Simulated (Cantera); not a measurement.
A closed system holds: 1 mol Si₃N₄, 1.3 mol F₂, 21 mol H₂, 24 mol H₂O, at 575 °C and 0.100 bar.

Method: chemical equilibrium by Gibbs-energy minimisation in Cantera with the NASA 1993 tables (ideal gas, pure condensed phases). Candidate condensed phases: H₂O, Si, SiO₂, Si₂N₂O, Si₃N₄; 58 gas species. The numbers say what is thermodynamically allowed, not how fast it happens.

Base state: H₂ 0.532, H₂O 0.373, HF 0.0528, N₂ 0.0414, SiF₄ 0.000259, NH₃ 1.49e-5 (mole fractions); condensed: SiO₂(β-quartz).

Task: What changes in the equilibrium state with this change: Si₃N₄ replaced by BN?

Result: 
```csv
species,before,after
H₂O,0.373,0.481
H₂,0.532,0.455
HF,0.0528,0.0437
N₂,0.0414,0.0107
SiF₄,0.000259,0
(HBO₂)₃,0,0.00564
BF₃,0,0.00379
B₃O₃F₃,0,0.000257
NH₃,1.49e-5,6.01e-6
"SiO₂(β-quartz), mol",2.99,0
```
Further candidate phases: B, BN, B₂O₃, B₃O₃H₃.
